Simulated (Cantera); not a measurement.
**Transport properties of process gases**

Gas mixture: 100 % NO, at 0.00290 bar, frozen composition.

Cantera's kinetic-theory transport with the Lennard-Jones parameters of GRI-Mech 3.0, ideal gas; thermal conductivity in the mixture-averaged form.

```json
[
 {"T (K)": "400", "ρ (kg/m³)": "0.00262", "cp (J/kg/K)": "998.6", "μ (µPa s)": "23.1", "λ (mW/m/K)": "32.4", "Pr": "0.712", "D (cm²/s) C2H2": "96.5", "D (cm²/s) H2": "442", "D (cm²/s) H2O": "137"},
 {"T (K)": "500", "ρ (kg/m³)": "0.00209", "cp (J/kg/K)": "1016", "μ (µPa s)": "27.0", "λ (mW/m/K)": "38.8", "Pr": "0.708", "D (cm²/s) C2H2": "143", "D (cm²/s) H2": "643", "D (cm²/s) H2O": "208"},
 {"T (K)": "600", "ρ (kg/m³)": "0.00174", "cp (J/kg/K)": "1041", "μ (µPa s)": "30.6", "λ (mW/m/K)": "45.1", "Pr": "0.706", "D (cm²/s) C2H2": "196", "D (cm²/s) H2": "873", "D (cm²/s) H2O": "290"},
 {"T (K)": "700", "ρ (kg/m³)": "0.00150", "cp (J/kg/K)": "1067", "μ (µPa s)": "34.0", "λ (mW/m/K)": "51.3", "Pr": "0.707", "D (cm²/s) C2H2": "255", "D (cm²/s) H2": "1130", "D (cm²/s) H2O": "383"},
 {"T (K)": "800", "ρ (kg/m³)": "0.00131", "cp (J/kg/K)": "1092", "μ (µPa s)": "37.1", "λ (mW/m/K)": "57.3", "Pr": "0.708", "D (cm²/s) C2H2": "321", "D (cm²/s) H2": "1410", "D (cm²/s) H2O": "486"},
 {"T (K)": "900", "ρ (kg/m³)": "0.00116", "cp (J/kg/K)": "1114", "μ (µPa s)": "40.1", "λ (mW/m/K)": "63.0", "Pr": "0.708", "D (cm²/s) C2H2": "391", "D (cm²/s) H2": "1710", "D (cm²/s) H2O": "598"}
]
```
D: mixture-averaged diffusion coefficient of that species in the mixture.
